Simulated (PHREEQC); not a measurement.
Ca(OH)2 is added in steps, without added water, to 1 kg of water holding 130 mmol/kgw Cu(NO3)2, 83 mmol/kgw HCl and 8.4 mmol/kgw FeCl3, at 25 °C. O2 is buffered at 0.21 atm. The system is closed to CO2. Solids allowed: Portlandite, Fe(OH)3(a), Cu(OH)2, Atacamite, Cu2(OH)3NO3. Others were left out.

Base run: PHREEQC, ion-association model, wateq4f.dat. Each further column changes one thing. The table gives pH.

```json
[
 {"Ca(OH)2 added (mol)": "0", "base": "1.20", "all activity coefficients set to 1": "1.08", "Davies equation for every ion": "1.22", "metal-ligand complexes left out": "1.20", "Debye-Hückel limiting law": "1.45"},
 {"Ca(OH)2 added (mol)": "0.0325", "base": "1.84", "all activity coefficients set to 1": "1.73", "Davies equation for every ion": "1.86", "metal-ligand complexes left out": "1.83", "Debye-Hückel limiting law": "2.11"},
 {"Ca(OH)2 added (mol)": "0.07583", "base": "3.95", "all activity coefficients set to 1": "3.55", "Davies equation for every ion": "3.89", "metal-ligand complexes left out": "3.93", "Debye-Hückel limiting law": "4.57"},
 {"Ca(OH)2 added (mol)": "0.1083", "base": "4.14", "all activity coefficients set to 1": "3.72", "Davies equation for every ion": "4.08", "metal-ligand complexes left out": "4.12", "Debye-Hückel limiting law": "4.74"},
 {"Ca(OH)2 added (mol)": "0.1517", "base": "8.39", "all activity coefficients set to 1": "8.58", "Davies equation for every ion": "8.44", "metal-ligand complexes left out": "8.39", "Debye-Hückel limiting law": "8.24"},
 {"Ca(OH)2 added (mol)": "0.1842", "base": "9.70", "all activity coefficients set to 1": "9.52", "Davies equation for every ion": "9.72", "metal-ligand complexes left out": "9.70", "Debye-Hückel limiting law": "9.71"},
 {"Ca(OH)2 added (mol)": "0.2275", "base": "12.07", "all activity coefficients set to 1": "11.78", "Davies equation for every ion": "12.04", "metal-ligand complexes left out": "12.07", "Debye-Hückel limiting law": "12.49"},
 {"Ca(OH)2 added (mol)": "0.26", "base": "12.07", "all activity coefficients set to 1": "11.78", "Davies equation for every ion": "12.04", "metal-ligand complexes left out": "12.07", "Debye-Hückel limiting law": "12.58"}
]
```

The database's constant for dissolved Cu(OH)2 is higher than later reviews accept.
